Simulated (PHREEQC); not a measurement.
2.4 g of hydrous ferric oxide (600 m²/g; 0.2 weak and 0.005 strong sites per Fe, Dzombak-Morel constants, diffuse double layer) in 1 kg of water with 0.001 mol/kgw of an inert sodium salt and 0.0002 mol/kgw MnCl2, at 25 °C; the pH is set by adding NaOH or the inert anion's acid. The system is closed to oxygen. The system is closed to CO2. Nothing may precipitate in this run.

All values are PHREEQC results (ion-association model, wateq4f.dat), not measurements.

| pH | Mn sorbed (%) | surface charge σ (C/m²) | surface potential ψ (mV) |
|---|---|---|---|
| 4 | 0.0 | 0.156 | 201 |
| 4.38 | 0.0 | 0.115 | 188 |
| 4.75 | 0.2 | 0.083 | 175 |
| 5.12 | 0.9 | 0.059 | 160 |
| 5.5 | 3.8 | 0.041 | 143 |
| 5.88 | 14.4 | 0.027 | 124 |
| 6.25 | 35.0 | 0.018 | 106 |
| 6.62 | 57.6 | 0.012 | 87 |
| 7 | 78.2 | 0.007 | 67 |
| 7.38 | 93.2 | 0.004 | 46 |
| 7.75 | 98.5 | 0.002 | 25 |
| 8.12 | 99.7 | 0.000 | 3 |
| 8.5 | 99.9 | -0.002 | -18 |
| 8.88 | 100.0 | -0.004 | -40 |
| 9.25 | 100.0 | -0.007 | -61 |
| 9.62 | 100.0 | -0.011 | -82 |
| 10 | 100.0 | -0.017 | -102 |

Complexes and solids missing from the database can't appear.
